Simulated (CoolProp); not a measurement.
R115 along the isotherm 226.85 °C: Z from the reference equation and from simpler models built on Tc = 80.0 °C, pc = 3129 kPa, ω = 0.248; each cubic takes its own stable root.

Computed with CoolProp (reference Helmholtz-energy equation of state, Lemmon 2016).

```csv
p (kPa),phase,reference
99,gas,0.9970
154,gas,0.9954
240,gas,0.9928
374,gas,0.9888
582,gas,0.9826
906,gas,0.9729
1410,gas,0.9579
2200,gas,0.9345
3420,supercritical,0.8994
5320,supercritical,0.8499
8290,supercritical,0.7998
12900,supercritical,0.8065
20100,supercritical,0.9327
31300,supercritical,1.197
```

Q: How far does each simpler model (van der Waals, Redlich-Kwong, Soave-Redlich-Kwong, Peng-Robinson) lie from the reference over these 14 states: mean and median of the absolute difference, and the worst?

A: 
- van der Waals: mean 3.8 %, median 2.0 %, worst +12.4 % at 226.85 °C and 31300 kPa
- Redlich-Kwong: mean 2.2 %, median 1.4 %, worst -5.5 % at 226.85 °C and 8290 kPa
- Soave-Redlich-Kwong: mean 1.7 %, median 0.6 %, worst +6.8 % at 226.85 °C and 12900 kPa
- Peng-Robinson: mean 1.1 %, median 0.5 %, worst -7.2 % at 226.85 °C and 31300 kPa
